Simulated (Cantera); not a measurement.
A perfectly stirred reactor is fed with H2 : O2 : N2 = 0.35 : 1 : 0.93 (molar parts), at 128 Torr; it is held at 1050 K, and followed from long to short residence time.

Computed with Cantera and GRI-Mech 3.0 (53 species, 325 reactions). The temperature is held fixed by assumption; the heat of reaction is taken as removed at once.

x: mole fraction; the columns are a selection and need not sum to one.

```json
[
 {"τ (s)": "1.9", "x H2": "0.000304", "x O2": "0.392", "x O": "3.57e-5", "x HO2": "?", "x H": "2.24e-6", "x NO": "1.68e-8"},
 {"τ (s)": "0.50", "x H2": "0.000717", "x O2": "0.392", "x O": "8.92e-5", "x HO2": "?", "x H": "8.53e-6", "x NO": "1.30e-8"},
 {"τ (s)": "0.13", "x H2": "0.00161", "x O2": "0.392", "x O": "0.000215", "x HO2": "?", "x H": "3.27e-5", "x NO": "1.61e-8"},
 {"τ (s)": "0.035", "x H2": "0.00336", "x O2": "0.392", "x O": "0.000483", "x HO2": "?", "x H": "0.000121", "x NO": "2.92e-8"},
 {"τ (s)": "0.0092", "x H2": "0.00685", "x O2": "0.393", "x O": "0.00105", "x HO2": "?", "x H": "0.000450", "x NO": "5.96e-8"},
 {"τ (s)": "0.0024", "x H2": "0.0136", "x O2": "0.394", "x O": "0.00221", "x HO2": "?", "x H": "0.00165", "x NO": "1.18e-7"},
 {"τ (s)": "0.00064", "x H2": "0.0264", "x O2": "0.396", "x O": "0.00435", "x HO2": "7.52e-5", "x H": "0.00553", "x NO": "2.04e-7"},
 {"τ (s)": "0.00017", "x H2": "0.0505", "x O2": "0.400", "x O": "0.00749", "x HO2": "7.08e-5", "x H": "0.0149", "x NO": "2.45e-7"}
]
```

Problem. Fill in the missing entries.

Solution. 
- 1.9, x HO2: 7.98e-6
- 0.50, x HO2: 1.53e-5
- 0.13, x HO2: 2.65e-5
- 0.035, x HO2: 4.05e-5
- 0.0092, x HO2: 5.60e-5
- 0.0024, x HO2: 6.91e-5
